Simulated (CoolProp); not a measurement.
Values from CoolProp's reference Helmholtz-energy equation of state, Lemmon 2006. It is a short technical equation, of lower accuracy than the large ones.

**Question.** For toluene, give the phase and the cp (kJ/(kg K)), speed of sound (m/s), isothermal compressibility (1/MPa), expansivity (1/kK) at 552.8 K and 4.3 MPa.

**Answer.** 
- 552.8 K and 4.3 MPa: liquid; cp 2.83, speed of sound 361, isothermal compressibility 0.0189, expansivity 3.91
